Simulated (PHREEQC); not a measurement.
Make-up at 25 °C: 0.043 mol HF and 0.3 mol (CH3)4NF per kg of water. Closed to the air; pH follows from the charge balance.

The numbers come from PHREEQC with the ion-association model, phreeqc.dat.

Precipitation was switched off in this run.

Task: Order these F species by the share of F that they hold, largest first: HF, HF2-, F-.

Result: F- (81 %), HF2- (13 %), HF (6.1 %)

The pH is 4.10 and the ionic strength 0.300 mol/kgw. (CH3)4N+ isn't in the database: it is added as a free cation with an ion size of 4 Å.
